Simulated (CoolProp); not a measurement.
Vapour-liquid equilibrium of n-heptane (1) + o-xylene (2) at 174.55 °C; x and y are mole fractions of (1).

Values from CoolProp's multi-fluid Helmholtz-energy mixture model, Span 2003 and Zhou 2012; pair parameters Bell 2016.

```json
[
 {"x": "0.05", "bubble pressure (bar)": "2.387", "y at the bubble point": "0.148", "dew pressure at overall composition x (bar)": "2.201", "liquid density (mol/L)": "6.871"},
 {"x": "0.15", "bubble pressure (bar)": "2.884", "y at the bubble point": "0.353", "dew pressure at overall composition x (bar)": "2.391", "liquid density (mol/L)": "?"},
 {"x": "0.25", "bubble pressure (bar)": "3.335", "y at the bubble point": "0.491", "dew pressure at overall composition x (bar)": "?", "liquid density (mol/L)": "6.516"},
 {"x": "0.35", "bubble pressure (bar)": "3.751", "y at the bubble point": "0.595", "dew pressure at overall composition x (bar)": "2.876", "liquid density (mol/L)": "6.344"},
 {"x": "0.45", "bubble pressure (bar)": "?", "y at the bubble point": "0.678", "dew pressure at overall composition x (bar)": "3.188", "liquid density (mol/L)": "6.176"},
 {"x": "0.55", "bubble pressure (bar)": "4.518", "y at the bubble point": "0.748", "dew pressure at overall composition x (bar)": "?", "liquid density (mol/L)": "6.011"},
 {"x": "0.65", "bubble pressure (bar)": "4.885", "y at the bubble point": "0.810", "dew pressure at overall composition x (bar)": "4.006", "liquid density (mol/L)": "?"},
 {"x": "0.75", "bubble pressure (bar)": "5.249", "y at the bubble point": "0.867", "dew pressure at overall composition x (bar)": "4.531", "liquid density (mol/L)": "5.690"},
 {"x": "0.85", "bubble pressure (bar)": "5.614", "y at the bubble point": "0.921", "dew pressure at overall composition x (bar)": "5.138", "liquid density (mol/L)": "5.534"},
 {"x": "0.95", "bubble pressure (bar)": "?", "y at the bubble point": "0.974", "dew pressure at overall composition x (bar)": "5.814", "liquid density (mol/L)": "5.381"}
]
```

**Question.** Fill in the missing entries.

**Answer.** 
- 0.15, liquid density (mol/L): 6.692
- 0.25, dew pressure at overall composition x (bar): 2.613
- 0.45, bubble pressure (bar): 4.142
- 0.55, dew pressure at overall composition x (bar): 3.561
- 0.65, liquid density (mol/L): 5.849
- 0.95, bubble pressure (bar): 5.985

No azeotrope shows between x = 0.05 and 0.95.

The pair parameters rest on a limited set of measurements; away from them the model extrapolates.
